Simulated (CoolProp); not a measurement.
A Linde-Hampson liquefier for carbon monoxide: isothermal reversible compression at 290 K from 1 atm to 40 MPa, throttling to 1 atm, return gas leaving the recuperator 0 K below the feed. Each further row changes one setting.

Computed with CoolProp (reference Helmholtz-energy equation of state, Lemmon 2006). It is a short technical equation, of lower accuracy than the large ones.

| case | liquid yield per pass | compression work (kJ/kg of gas) |
|---|---|---|
| as stated | 0.116 | 519 |
| high pressure 80 MPa | 0.077 | 607 |
| warm-end temperature 320 K | 0.086 | 578 |
| warm-end gap 5 K | 0.106 | 519 |
